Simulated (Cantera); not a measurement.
A closed system holds: 1 mol SiC, 1.6 mol N₂, 0.31 mol C, equilibrated at 1573 K and 1 atm.

These are equilibrium values from Cantera (NASA tables, ideal gas, pure condensed phases), not measurements of a reactor. Candidate condensed phases: C, Si, SiC, Si₃N₄; 20 gas species. Rates play no part.

Base state: N₂ 1.00 (mole fractions); condensed: C(graphite) + Si₃N₄(s).

Problem. What changes in the equilibrium state with this change: temperature from 1573 K to 1850 K?

Solution. 
```
species           before  after
----------------  ------  -----
N₂                  1.00  1.000
C(graphite), mol    1.31  0.310
Si₃N₄(s), mol      0.333      0
SiC(s), mol            0   1.00
```
